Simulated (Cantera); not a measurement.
Feed: 1 mol AlN, 7.3 mol Cl2, equilibrated at 752 °C and 13.3 mbar.

Method: chemical equilibrium by Gibbs-energy minimisation in Cantera with the NASA 1993 tables (ideal gas, pure condensed phases). Candidate condensed phases: Al, AlCl3, AlN; 11 gas species. Rates play no part.

Base state: Cl2 0.791, AlCl3 0.137, N2 0.0683, Cl 0.00431, Al2Cl6 1.77e-5 (mole fractions); condensed: gas only.

**Question.** What changes in the equilibrium state with this change: temperature from 752 °C to 1527 °C?

**Answer.** 
| species | before | after |
|---|---|---|
| Cl | 0.00431 | 0.792 |
| Cl2 | 0.791 | 0.0838 |
| AlCl3 | 0.137 | 0.0827 |
| N2 | 0.0683 | 0.0414 |
| AlCl2 | <1e-9 | 6.85e-5 |
| Al2Cl6 | 1.77e-5 | 2.57e-8 |
The tables' values for AlCl2 are old estimates; treat these amounts as uncertain.
